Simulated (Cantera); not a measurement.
A Cantera script and what it prints.

```python
import numpy as np
import cantera as ct

gas_names = [...]  # 87 gases of nasa_gas.yaml made of C, H, Si
cond_names = """
    C(gr) C6H6(L) C7H8(L) C8H18(L),n-octa Si(cr) Si(L) SiC(b)
""".split()


# ... load() reads the species with a 1 bar reference pressure and builds the phases ...
atoms = {
    'SiC': {'Si': 1, 'C': 1},
    'Si': {'Si': 1},
    'H2': {'H': 2},
}
top_T = {'C(gr)': 4500, 'SiC(b)': 3050}  # K; cautious upper limits of use, not melting points


# ... equilibrate(T, P, feed) seeds the gas with the atoms and calls Mixture.equilibrate('TP', solver="gibbs", rtol=1e-10, max_steps=50000) ...
results = []
feed = {'SiC': 1, 'Si': 0.014, 'H2': 5.3}  # mol
P = 1333.22  # Pa
for T in [2250, 2300, 2350, 2400, 2450, 2500, 2550, 2600, 2650, 2700, 2750, 2800, 2850]:
    mix = equilibrate(T, P, feed)
    results.append((T, P, feed, dict(zip(mix.species_names, mix.species_moles))))

top = {s: max(r[3][s] / sum(r[3][g] for g in gas_names) for r in results) for s in gas_names}
cols = sorted((s for s in top if top[s] > 1e-05), key=lambda s: -top[s])[:7]
seen = [c for c in cond_names if any(r[3].get(c, 0) > 1e-12 for r in results)]
print("log10 of partial pressures in bar; condensed amounts in mol")
print(f"{'T/K':>10s}" + "".join(f"{s[:9]:>10s}" for s in cols + seen))
for T, P, feed, n in results:
    ng = sum(n[g] for g in gas_names)
    print(f"{T:10.4g}" + "".join(f"{np.log10(max(n[s] / ng * P / 1e5, 1e-99)):10.3f}" for s in cols)
          + "".join(f"{n.get(c, 0):10.4g}" for c in seen))
```

Output:

```
log10 of partial pressures in bar; condensed amounts in mol
       T/K        H2         H        Si      SiC2 C2H2,acet      Si2C        C3     C(gr)    SiC(b)
      2250    -1.908    -3.083    -4.055    -5.146    -4.538    -5.214    -8.419         0    0.9674
      2300    -1.919    -2.974    -3.867    -4.740    -4.296    -4.958    -7.795         0    0.9372
      2350    -1.935    -2.872    -3.626    -4.413    -4.193    -4.650    -7.384   0.02967    0.8719
      2400    -1.957    -2.777    -3.389    -4.106    -4.114    -4.351    -7.008   0.09068    0.7506
      2450    -1.989    -2.692    -3.162    -3.812    -4.048    -4.064    -6.649    0.2035    0.5269
      2500    -2.037    -2.618    -2.944    -3.530    -4.003    -3.789    -6.304    0.4123    0.1037
      2550    -2.069    -2.540    -2.905    -3.430    -3.945    -3.864    -5.973    0.4125         0
      2600    -2.098    -2.465    -2.909    -3.375    -3.888    -4.021    -5.655    0.3432         0
      2650    -2.132    -2.395    -2.921    -3.331    -3.839    -4.188    -5.349    0.2647         0
      2700    -2.171    -2.331    -2.939    -3.295    -3.798    -4.362    -5.056    0.1767         0
      2750    -2.215    -2.272    -2.962    -3.266    -3.766    -4.541    -4.773   0.07699         0
      2800    -2.265    -2.220    -2.981    -3.258    -3.764    -4.720    -4.534         0         0
      2850    -2.320    -2.172    -2.986    -3.286    -3.818    -4.889    -4.377         0         0
```

Method: chemical equilibrium by Gibbs-energy minimisation in Cantera with the NASA 1993 tables (ideal gas, pure condensed phases). Gases not in the tables: Si2H6 and higher silanes.
